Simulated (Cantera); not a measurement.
An isothermal, constant-pressure homogeneous reactor starts with C2H6 : N2 = 1 : 59 (molar parts), at 1323 K and 32.3 Torr.

Model: GRI-Mech 3.0 (53 species, 325 reactions), integrated in Cantera. GRI-Mech 3.0 stops at C3 and has no aromatics, soot or wall deposition, so with more carbon than oxygen in the feed, carbon stays in small species such as C2H2 where larger ones or solid carbon would form. Radical loss at walls, strong at low pressure, is not modelled.

x: mole fraction; the columns are a selection and need not sum to one.

```json
[
 {"t (s)": "7.00e-5", "x C2H6": "0.0167", "x C2H4": "2.44e-8", "x C2H2": "<1e-12", "x H": "1.53e-8", "x CH4": "7.37e-8"},
 {"t (s)": "0.000197", "x C2H6": "0.0167", "x C2H4": "[?]", "x C2H2": "2.75e-12", "x H": "[?]", "x CH4": "[?]"},
 {"t (s)": "0.000552", "x C2H6": "0.0166", "x C2H4": "9.51e-6", "x C2H2": "5.81e-10", "x H": "1.26e-6", "x CH4": "4.41e-6"},
 {"t (s)": "0.00155", "x C2H6": "0.0164", "x C2H4": "0.000170", "x C2H2": "1.72e-7", "x H": "7.34e-6", "x CH4": "3.21e-5"},
 {"t (s)": "0.00435", "x C2H6": "0.0149", "x C2H4": "0.00140", "x C2H2": "1.35e-5", "x H": "1.55e-5", "x CH4": "0.000211"},
 {"t (s)": "0.0122", "x C2H6": "0.0103", "x C2H4": "0.00526", "x C2H2": "0.000255", "x H": "2.06e-5", "x CH4": "0.000966"},
 {"t (s)": "0.0343", "x C2H6": "[?]", "x C2H4": "[?]", "x C2H2": "[?]", "x H": "[?]", "x CH4": "[?]"},
 {"t (s)": "0.0965", "x C2H6": "0.000169", "x C2H4": "0.00797", "x C2H2": "0.00646", "x H": "1.37e-5", "x CH4": "0.00340"},
 {"t (s)": "0.271", "x C2H6": "1.02e-5", "x C2H4": "0.00516", "x C2H2": "0.00938", "x H": "4.27e-6", "x CH4": "0.00343"},
 {"t (s)": "0.761", "x C2H6": "1.11e-6", "x C2H4": "0.00333", "x C2H2": "0.0112", "x H": "1.58e-6", "x CH4": "0.00343"},
 {"t (s)": "2.14", "x C2H6": "2.88e-7", "x C2H4": "0.00184", "x C2H2": "0.0127", "x H": "8.82e-7", "x CH4": "0.00342"},
 {"t (s)": "6.00", "x C2H6": "2.23e-7", "x C2H4": "0.000505", "x C2H2": "0.0140", "x H": "8.54e-7", "x CH4": "0.00341"}
]
```

Problem. Fill in the missing entries.

Solution. 
- 0.000197, x C2H4: 4.70e-7
- 0.000197, x H: 1.48e-7
- 0.000197, x CH4: 5.76e-7
- 0.0343, x C2H6: 0.00298
- 0.0343, x C2H4: 0.00992
- 0.0343, x C2H2: 0.00208
- 0.0343, x H: 2.59e-5
- 0.0343, x CH4: 0.00262
